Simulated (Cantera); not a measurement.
**Ignition delay**

Mixture: CH4 : H2 : O2 : N2 = 1 : 0.28 : 1.13 : 4.23 (molar parts), equivalence ratio 1.9, at 1.01 bar, adiabatic and at constant pressure. Ignition delay is the time to a rise of 400 K.

Model: GRI-Mech 3.0 (53 species, 325 reactions), integrated in Cantera. Below about 1000 K GRI-Mech 3.0 lacks low-temperature oxidation paths. Below about 950 K walls govern HO2 and H2O2 in real vessels.

| T0 (K) | delay (ms) |
|---|---|
| 923 | 177 |
| 998 | 61.2 |
| 1073 | 28.4 |
| 1148 | 13.4 |
| 1223 | 6.40 |
| 1298 | 3.10 |
| 1373 | 1.55 |
| 1448 | 0.808 |
| 1523 | 0.444 |

```json
{
 "apparent activation energy between 1373 and 1523 K": "140 kJ/mol"
}
```
